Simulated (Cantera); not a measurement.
## Gas-phase reforming

An isothermal, constant-pressure homogeneous reactor starts with 25.6 % CH4, 41.0 % H2O, 33.3 % H2, at 2100 K and 6.50 bar.

Detailed kinetics in Cantera: GRI-Mech 3.0 (53 species, 325 reactions).

```
t (s)        x CH4   x H2O   x H2    x CO2      x O
--------  --------  ------  -----  -------  -------
0.000600    0.0216   0.269  0.596  0.00353  3.53e-8
0.00180     0.0153   0.206  0.645  0.00542  2.96e-8
0.00542    0.00875   0.143  0.694  0.00546  2.30e-8
0.0163     0.00295   0.106  0.724  0.00470  1.83e-8
0.0490    0.000112  0.0973  0.732  0.00444  1.70e-8
0.147      6.40e-7  0.0972  0.732  0.00444  1.70e-8
0.443      6.39e-7  0.0972  0.732  0.00444  1.70e-8
1.33       6.39e-7  0.0972  0.732  0.00444  1.70e-8
4.00       6.39e-7  0.0972  0.732  0.00444  1.70e-8
```
x: mole fraction; the columns are a selection and need not sum to one.

Equilibrium at this temperature and pressure: CH4 7.34e-7, H2O 0.0972, H2 0.732, CO2 0.00444, O 1.70e-8 (gas phase only).
